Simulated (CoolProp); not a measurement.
The fluid at 293.15 K and 0.645 MPa is compressed adiabatically to 2.57 MPa with isentropic efficiency 0.9. The same conditions are run with several fluids, on thermodynamics alone (safety and materials aside).

Computed with CoolProp (reference Helmholtz-energy equation of state of each fluid (ethylene: Smukala 2000; CF4 (R14): Platzer 1990; hydrogen sulfide: Lemmon 2006; ethane: Bücker 2006; R143a: Lemmon and Jacobsen 2000)). The equations of Platzer and Polt are older, rougher fits.

Question: Rank ethylene, CF4 (R14), hydrogen sulfide, ethane, R143a by work (kJ/kg), highest first.

Answer: ethylene (145), ethane (129), hydrogen sulfide (123), CF4 (R14) (45.3), R143a (39.3)

| fluid | final temperature (K) | final density (kg/m³) |
|---|---|---|
| ethylene | 388.5 | 23.8 |
| CF4 (R14) | 360.9 | 78.5 |
| hydrogen sulfide | 423.3 | 26.6 |
| ethane | 372.8 | 27.6 |
| R143a | 355.6 | 100 |
